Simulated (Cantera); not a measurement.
What does this Cantera script print?

```python
import numpy as np
import cantera as ct

gas_names = """
    CL CL2 H HCL H2 N NH NH2 NH3 N2 N2H2 N2H4 Si SiCL SiCL2 SiCL3 SiCL4 SiH SiHCL3 SiH2 SiH2CL2 SiH3
    SiH3CL SiH4 SiN Si2 Si2N Si3
""".split()
cond_names = """
    NH4CL(a) NH4CL(b) Si(cr) Si(L) Si3N4(a)
""".split()


# ... load() reads the species with a 1 bar reference pressure and builds the phases ...
atoms = {
    'Si2Cl6': {'Si': 2, 'CL': 6},
    'HCl': {'H': 1, 'CL': 1},
    'N2': {'N': 2},
}
top_T = {'Si3N4(a)': 2400}  # K; cautious upper limits of use, not melting points


# ... equilibrate(T, P, feed) seeds the gas with the atoms and calls Mixture.equilibrate('TP', solver="vcs", rtol=1e-11, max_steps=5000) ...
results = []
feed = {'Si2Cl6': 1, 'HCl': 0.031, 'N2': 160}  # mol
T = 1600  # K
P = 1600  # Pa
mix = equilibrate(T, P, feed)
results.append((T, P, feed, dict(zip(mix.species_names, mix.species_moles))))
x = sorted(zip(gas.X, gas.species_names), reverse=True)
print(f"T = {T:g} K  P = {P:g} Pa  gas = {mix.phase_moles(0):.4g} mol")
print("   x: " + "  ".join(f"{s} {v:.3e}" for v, s in x if v > 0.001))
print("   condensed (mol): " + ("  ".join(f"{mix.phase(i).name} {mix.phase_moles(i):.4g}"
      for i in range(1, mix.n_phases) if mix.phase_moles(i) > 1e-12) or "none"))
```

Output:

```
T = 1600 K  P = 1600 Pa  gas = 162.2 mol
   x: N2 9.864e-01  SiCL2 5.241e-03  SiCL4 4.125e-03  SiCL3 2.963e-03  CL 1.113e-03
   condensed (mol): none
```

These are equilibrium values from Cantera (NASA tables, ideal gas, pure condensed phases), not measurements of a reactor. The feed counts by its element totals alone. The tables' values for SiCl3 are old estimates; treat these amounts as uncertain.
